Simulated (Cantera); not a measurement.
# B2H6 + H2O + H2 (boron, boron nitride and boron oxide)

Feed: 1 mol B2H6, 18 mol H2O, 0.018 mol H2, equilibrated at 4000 Pa.

Cantera equilibrium calculation (NASA polynomials, part measured and part estimated; ideal gas, pure solids and liquids). Candidate condensed phases: B, B2O3, B3O3H3, H2O; 23 gas species. The feed counts by its element totals alone. Gases not in the tables: H3BO3. Kinetics and transport are ignored.

| T (K) | x H2O | x H2 | x HBO2 | x (HBO2)3 | x B2O3 | n B2O3(l) |
|---|---|---|---|---|---|---|
| 925 | 0.708 | 0.287 | 2.00e-5 | 0.00497 | 1.70e-12 | 0.843 |
| 1025 | 0.710 | 0.287 | 0.000184 | 0.00295 | 2.69e-10 | 0.905 |
| 1125 | 0.711 | 0.286 | 0.00112 | 0.00188 | 1.67e-8 | 0.929 |
| 1225 | 0.708 | 0.286 | 0.00496 | 0.00127 | 5.12e-7 | 0.908 |
| 1325 | 0.698 | 0.284 | 0.0173 | 0.000887 | 9.16e-6 | 0.789 |
| 1425 | 0.671 | 0.279 | 0.0492 | 0.000621 | 0.000107 | 0.447 |
| 1525 | 0.637 | 0.273 | 0.0893 | 0.000181 | 0.000494 | 0 |
| 1625 | 0.636 | 0.273 | 0.0895 | 1.31e-5 | 0.000637 | 0 |
x: gas mole fraction; n: condensed amount in mol.

From 925 K to 1425 K the condensed part is B2O3(l). From 1525 K to 1625 K nothing is condensed.
